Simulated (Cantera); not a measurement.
A freely propagating, adiabatic, planar premixed flame of H2 : O2 : N2 = 1 : 0.192 : 0.904 (molar parts), unburnt at 550 K and 1500 Torr; mixture-averaged transport, grid criteria slope 0.08 and curve 0.16, no radiation.

Detailed kinetics in Cantera: the H2/O2 subset of GRI-Mech 3.0, which has no nitrogen chemistry. Burning velocities carry a grid error of a few per cent, more on coarse grids.

Q: Predict: laminar burning velocity; thermal thickness; peak x(O); peak x(H); peak x(H2O2).

A: 
| Quantity | Result |
|---|---|
| laminar burning velocity | 603 cm/s |
| thermal thickness | 0.192 mm |
| peak x(O) | 0.00144 |
| peak x(H) | 0.0517 |
| peak x(H2O2) | 2.14e-5 |
